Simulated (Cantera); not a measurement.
What does this Cantera script print?

```python
import numpy as np
import cantera as ct

surf = ct.Interface("diamond.yaml", "diamond_100")
gas, bulk = surf.adjacent["gas"], surf.adjacent["diamond"]
k = surf.kinetics_species_index(bulk.species_names[0])
cover = ["c6HH", "c6H*", "c6*H", "c6**", "c6HM", "c6B"]

rows, drift = [], 0.0
print(f"{'P':>10s}{'um/h':>11s}" + "".join(f"{s:>11s}" for s in cover))
for v in [830, 1200, 1800, 2700, 4100, 6100, 9000, 13000]:
    T, P, xH, xCH3 = 1148, v, 0.023, 5.9e-05
    gas.TPX = T, P, {"H": xH, "CH3": xCH3, "CH4": 0.0036, "H2": 1 - xH - xCH3 - 0.0036}
    surf.TP = bulk.TP = T, P
    surf.coverages = "c6H*:0.1, c6HH:0.9"
    surf.advance_coverages(100.0)
    before = surf.coverages
    surf.advance_coverages(100.0)
    drift = max(drift, np.max(np.abs(surf.coverages - before) / (surf.coverages + 1e-9)))
    rate = surf.net_production_rates[k] * bulk.mean_molecular_weight / bulk.density * 3.6e9
    rows.append([rate, *surf[cover].coverages])
    print(f"{v:10.4g}{rate:11.4e}" + "".join(f"{x:11.3e}" for x in rows[-1][1:]))
```

Result:

```
         P       um/h       c6HH       c6H*       c6*H       c6**       c6HM        c6B
       830 2.1418e-01  4.742e-01  3.293e-02  4.683e-01  2.398e-02  3.480e-04  5.812e-10
      1200 3.6706e-01  4.742e-01  3.295e-02  4.682e-01  2.398e-02  4.211e-04  9.961e-10
      1800 6.4305e-01  4.741e-01  3.297e-02  4.681e-01  2.399e-02  4.996e-04  1.745e-09
      2700 1.0899e+00  4.741e-01  3.301e-02  4.680e-01  2.400e-02  5.705e-04  2.958e-09
      4100 1.8198e+00  4.740e-01  3.308e-02  4.679e-01  2.401e-02  6.319e-04  4.938e-09
      6100 2.8924e+00  4.740e-01  3.318e-02  4.677e-01  2.403e-02  6.781e-04  7.849e-09
      9000 4.4724e+00  4.739e-01  3.332e-02  4.675e-01  2.406e-02  7.129e-04  1.214e-08
   1.3e+04 6.6722e+00  4.739e-01  3.352e-02  4.673e-01  2.410e-02  7.377e-04  1.811e-08
```

Detailed kinetics in Cantera: the Harris–Goodwin 1993 mechanism for the reconstructed diamond (100) surface.
